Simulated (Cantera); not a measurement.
An adiabatic, constant-volume homogeneous reactor starts with 35.3 % H2, 13.6 % O2, 51.1 % N2, equivalence ratio 1.3, at 1148 K and 10.0 bar.

Cantera simulation using GRI-Mech 3.0 (53 species, 325 reactions); the numbers are that mechanism's predictions, not measurements. The hydrogen kinetics of GRI-Mech 3.0 are dated; newer H2 mechanisms differ, most at raised pressure. Above 3000 K some thermodynamic fits are extrapolated.

x: mole fraction; the columns are a selection and need not sum to one.

```json
[
 {"t (s)": "8.00e-6", "T (K)": "1148", "P (bar)": "10.0", "x H2": "0.353", "x O2": "0.136", "x H2O": "1.15e-7", "x N2O": "<1e-12", "x NO": "<1e-12", "x HO2": "2.99e-7", "x H2O2": "?"},
 {"t (s)": "2.48e-5", "T (K)": "1148", "P (bar)": "10.0", "x H2": "0.353", "x O2": "0.136", "x H2O": "5.77e-7", "x N2O": "<1e-12", "x NO": "<1e-12", "x HO2": "1.14e-6", "x H2O2": "?"},
 {"t (s)": "7.67e-5", "T (K)": "1148", "P (bar)": "10.0", "x H2": "0.353", "x O2": "0.136", "x H2O": "7.58e-6", "x N2O": "7.72e-12", "x NO": "<1e-12", "x HO2": "8.63e-6", "x H2O2": "?"},
 {"t (s)": "0.000237", "T (K)": "1184", "P (bar)": "10.3", "x H2": "0.349", "x O2": "0.134", "x H2O": "0.00342", "x N2O": "1.13e-9", "x NO": "1.32e-11", "x HO2": "0.000328", "x H2O2": "?"},
 {"t (s)": "0.000734", "T (K)": "3155", "P (bar)": "24.3", "x H2": "0.102", "x O2": "0.00173", "x H2O": "0.281", "x N2O": "1.07e-6", "x NO": "0.00445", "x HO2": "5.64e-6", "x H2O2": "1.25e-6"},
 {"t (s)": "0.00227", "T (K)": "3155", "P (bar)": "24.3", "x H2": "0.102", "x O2": "0.00173", "x H2O": "0.281", "x N2O": "1.07e-6", "x NO": "0.00445", "x HO2": "5.64e-6", "x H2O2": "1.25e-6"},
 {"t (s)": "0.00704", "T (K)": "3155", "P (bar)": "24.3", "x H2": "0.102", "x O2": "0.00173", "x H2O": "0.281", "x N2O": "1.07e-6", "x NO": "0.00445", "x HO2": "5.64e-6", "x H2O2": "1.25e-6"},
 {"t (s)": "0.0218", "T (K)": "3155", "P (bar)": "24.3", "x H2": "0.102", "x O2": "0.00173", "x H2O": "0.281", "x N2O": "1.07e-6", "x NO": "0.00445", "x HO2": "5.64e-6", "x H2O2": "1.25e-6"},
 {"t (s)": "0.0674", "T (K)": "3155", "P (bar)": "24.3", "x H2": "0.102", "x O2": "0.00173", "x H2O": "0.281", "x N2O": "1.07e-6", "x NO": "0.00445", "x HO2": "5.64e-6", "x H2O2": "1.25e-6"},
 {"t (s)": "0.209", "T (K)": "3155", "P (bar)": "24.3", "x H2": "0.102", "x O2": "0.00173", "x H2O": "0.281", "x N2O": "1.07e-6", "x NO": "0.00445", "x HO2": "5.64e-6", "x H2O2": "1.25e-6"},
 {"t (s)": "0.646", "T (K)": "3155", "P (bar)": "24.3", "x H2": "0.102", "x O2": "0.00173", "x H2O": "0.281", "x N2O": "1.07e-6", "x NO": "0.00445", "x HO2": "5.64e-6", "x H2O2": "1.25e-6"},
 {"t (s)": "2.00", "T (K)": "3155", "P (bar)": "24.3", "x H2": "0.102", "x O2": "0.00173", "x H2O": "0.281", "x N2O": "1.07e-6", "x NO": "0.00445", "x HO2": "5.64e-6", "x H2O2": "1.25e-6"}
]
```

### Question
What belongs in the gaps?

### Answer

- 8.00e-6, x H2O2: 1.46e-8
- 2.48e-5, x H2O2: 1.53e-7
- 7.67e-5, x H2O2: 2.41e-6
- 0.000237, x H2O2: 0.000514
